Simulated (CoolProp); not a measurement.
A simple Rankine cycle with water: condensing at 329.15 K, boiler at 10.2 MPa, turbine inlet 590.7 K, turbine efficiency 0.6, pump efficiency 0.7, no recuperator. Each further row changes one setting.

Model: reference Helmholtz-energy equation of state, Wagner 2002, in CoolProp.

```csv
case,thermal efficiency (%),net work (kJ/kg),heat in (kJ/kg),turbine exit temperature (K),volume ratio over the turbine
as stated,21.3,534,2510,329.1,[?]
turbine inlet 610.7 K,21.5,[?],2610,329.1,384
condensing temperature 321.15 K,[?],558,2540,321.1,[?]
boiler pressure 7.14 MPa,20.8,553,2660,329.1,263
turbine efficiency 0.5,17.7,[?],2510,329.1,435
```

Q: Some entries are withheld; supply them.

A: 
- as stated, volume ratio over the turbine: 416
- turbine inlet 610.7 K, net work (kJ/kg): 563
- condensing temperature 321.15 K, thermal efficiency (%): 22.0
- condensing temperature 321.15 K, volume ratio over the turbine: 599
- turbine efficiency 0.5, net work (kJ/kg): 443

The expansion ends wet for: as stated; turbine inlet 610.7 K; condensing temperature 321.15 K; boiler pressure 7.14 MPa; turbine efficiency 0.5.
